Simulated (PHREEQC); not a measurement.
A solution holds 0.03 mol/kgw HCl, 0.00011 mol/kgw Al2(SO4)3, 0.04 mol/kgw Fe2(SO4)3 and 0.0021 mol/kgw Na2SO4, at 90 °C. Closed to the air; pH follows from the charge balance.

Computed with PHREEQC (ion-association model, phreeqc.dat).

No solid was allowed to form.

**Question.** Predict the pH, ionic strength.

**Answer.** pH 2.07; ionic strength 0.188 mol/kgw.

**Question.** In which forms is S present?

**Answer.** FeSO4+ 36 %, HSO4- 30 %, SO4-2 19 %, Fe(SO4)2- 11 %, FeHSO4+2 3.7 % of the S.

Saturation is exceeded, for instance for Hematite (slow to form), Goethite (slow to form); the values hold only as long as no solid forms. Complexes and solids missing from the database can't appear. At this temperature some constants are extrapolated from 25 °C, and those without enthalpy data are left unchanged.
